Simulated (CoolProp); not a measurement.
The fluid at 293.15 K and 0.566 MPa is throttled through a valve to 0.133 MPa with no heat exchange. The same conditions are run with several fluids, on thermodynamics alone (safety and materials aside).

Computed with CoolProp (reference Helmholtz-energy equation of state of each fluid (C2F6 (R116): Lemmon 2006; R143a: Lemmon and Jacobsen 2000; R407C: Lemmon 2003; R410A: Lemmon 2003; R13: Platzer 1990)). The equations of Platzer and Polt are older, rougher fits. Blends and air are pseudo-pure fits.

```json
[
 {"fluid": "C2F6 (R116)", "temperature change (K)": "(withheld)", "final density (kg/m³)": "7.75"},
 {"fluid": "R143a", "temperature change (K)": "(withheld)", "final density (kg/m³)": "(withheld)"},
 {"fluid": "R407C", "temperature change (K)": "-10.4", "final density (kg/m³)": "5.01"},
 {"fluid": "R410A", "temperature change (K)": "(withheld)", "final density (kg/m³)": "4.19"},
 {"fluid": "R13", "temperature change (K)": "-5.3", "final density (kg/m³)": "(withheld)"}
]
```

Question: Complete the blanks.

Answer: 
- C2F6 (R116), temperature change (K): -4.0
- R143a, temperature change (K): -9.4
- R143a, final density (kg/m³): 4.87
- R410A, temperature change (K): -9.9
- R13, final density (kg/m³): 5.89
